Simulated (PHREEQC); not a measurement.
Make-up at 20 °C: 2.3 mmol/kgw HBr, 2.1 mmol/kgw MgCl2 and 0.48 mmol/kgw MnSO4. Closed to the air; pH follows from the charge balance.

The numbers come from PHREEQC with the Pitzer model, pitzer.dat.

This is a speciation only: nothing precipitates in the calculation.

### Question
Estimate the pH.

### Answer
pH 2.69.

### Question
In which forms is S present?

### Answer
SO4-2 90 %, HSO4- 10.0 % of the S.
